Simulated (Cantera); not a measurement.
A closed system holds: 1 mol C2H2, 64 mol H2, at 0.00230 bar.

These are equilibrium values from Cantera (NASA tables, ideal gas, pure condensed phases), not measurements of a reactor. Candidate condensed phases: C, C6H6, C7H8, C8H18; 76 gas species. Kinetics and transport are ignored.

Which condensed phases are stable at each of these points (T (K)): 600, 650, 700, 750, 800, 850, 900, 950, 1000, 1050, 1100?


| T (K) | condensed phases | C condensed (%) |
|---|---|---|
| 600 | gas only | 0.0 |
| 650 | gas only | 0.0 |
| 700 | C(graphite) | 39.9 |
| 750 | C(graphite) | 76.6 |
| 800 | C(graphite) | 90.0 |
| 850 | C(graphite) | 95.4 |
| 900 | C(graphite) | 97.7 |
| 950 | C(graphite) | 98.7 |
| 1000 | C(graphite) | 99.3 |
| 1050 | C(graphite) | 99.6 |
| 1100 | C(graphite) | 99.7 |

From 600 K to 650 K nothing is condensed. From 700 K to 1100 K the condensed part is C(graphite).
